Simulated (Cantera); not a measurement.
A Cantera script and what it prints.

```python
import numpy as np
import cantera as ct

gas_names = """
    H HO2 H2 H2O H2O2 Mg MgH MgO MgOH MgO2H2 Mg2 O OH O2 O3 Si SiH SiH2 SiH3 SiH4 SiO SiO2 Si2 Si3
""".split()
cond_names = """
    H2O(s) H2O(L) Mg(cr) Mg(L) MgO(s) MgO(L) MgO2H2(s) MgSiO3(I) MgSiO3(II) MgSiO3(III) MgSiO3(L)
    Mg2SiO4(s) Mg2SiO4(L) Si(cr) Si(L) SiO2(Lqz) SiO2(hqz) SiO2(L)
""".split()


# ... load() reads the species with a 1 bar reference pressure and builds the phases ...
atoms = {
    'SiO2': {'Si': 1, 'O': 2},
    'MgO': {'Mg': 1, 'O': 1},
    'H2': {'H': 2},
}
top_T = {}  # K; cautious upper limits of use, not melting points


# ... equilibrate(T, P, feed) seeds the gas with the atoms and calls Mixture.equilibrate('TP', solver="vcs", rtol=1e-11, max_steps=5000) ...
results = []
T = 1698.15  # K
P = 46  # Pa
for m in [0.25, 0.34, 0.47, 0.65, 0.89, 1.2, 1.7, 2.3, 3.2]:
    feed = {'SiO2': 1, 'MgO': m, 'H2': 54}  # mol
    mix = equilibrate(T, P, feed)
    results.append((T, P, feed, dict(zip(mix.species_names, mix.species_moles))))

top = {s: max(r[3][s] / sum(r[3][g] for g in gas_names) for r in results) for s in gas_names}
cols = sorted((s for s in top if top[s] > 1e-05), key=lambda s: -top[s])[:8]
seen = [c for c in cond_names if any(r[3].get(c, 0) > 1e-12 for r in results)]
print("log10 of partial pressures in bar; condensed amounts in mol")
print(f"{'n(MgO)':>10s}" + "".join(f"{s[:9]:>10s}" for s in cols + seen))
for T, P, feed, n in results:
    ng = sum(n[g] for g in gas_names)
    print(f"{feed['MgO']:10.4g}" + "".join(f"{np.log10(max(n[s] / ng * P / 1e5, 1e-99)):10.3f}" for s in cols)
          + "".join(f"{n.get(c, 0):10.4g}" for c in seen))
```

It prints:

```
log10 of partial pressures in bar; condensed amounts in mol
    n(MgO)        H2       H2O       SiO        Mg         H    MgO(s) Mg2SiO4(s
      0.25    -3.356    -5.076    -5.116    -6.131    -5.517         0   0.08064
      0.34    -3.356    -5.091    -5.135    -6.098    -5.517         0    0.1222
      0.47    -3.355    -5.112    -5.165    -6.050    -5.517         0    0.1815
      0.65    -3.354    -5.142    -5.210    -5.981    -5.516         0    0.2624
      0.89    -3.353    -5.181    -5.276    -5.887    -5.516         0    0.3675
       1.2    -3.352    -5.228    -5.376    -5.766    -5.515         0    0.4977
       1.7    -3.350    -5.282    -5.588    -5.577    -5.514         0    0.6922
       2.3    -3.350    -5.277    -6.035    -5.360    -5.514         0    0.8901
       3.2    -3.353    -5.187    -6.626    -5.203    -5.516    0.5078    0.9718
```

Equilibrium computed with Cantera from the NASA thermochemical tables; the gas is ideal and each condensed phase is pure. Mutual solubility and eutectic melting of coexisting phases are not modelled. Condensed phases not in the tables: alloys, solid solutions and most ternary compounds.
